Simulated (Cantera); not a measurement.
An adiabatic, constant-pressure homogeneous reactor starts with C₃H₈ : O₂ : N₂ = 1 : 11.1 : 41.8 (molar parts), equivalence ratio 0.45, at 1425 K and 6.70 bar.

Computed with Cantera and GRI-Mech 3.0 (53 species, 325 reactions). GRI-Mech 3.0 was tuned for natural gas; its chemistry of propane as a main component is partial and can be far from experiment.

Predict: time of steepest temperature rise; temperature at 1.00 s; equilibrium temperature; x(O₂) at 1.00 s; x(CO) at 1.00 s; x(HO₂) at 1.00 s.


```json
{
 "time_of_steepest_temperature_rise": "58.3 µs",
 "temperature at 1.00 s": "2343 K",
 "equilibrium_temperature": "2343 K",
 "x(O₂) at 1.00 s": "0.104 (gas-phase equilibrium 0.104)",
 "x(CO) at 1.00 s": "0.000979 (gas-phase equilibrium 0.000979)",
 "x(HO₂) at 1.00 s": "7.40e-6 (gas-phase equilibrium 7.40e-6)"
}
```
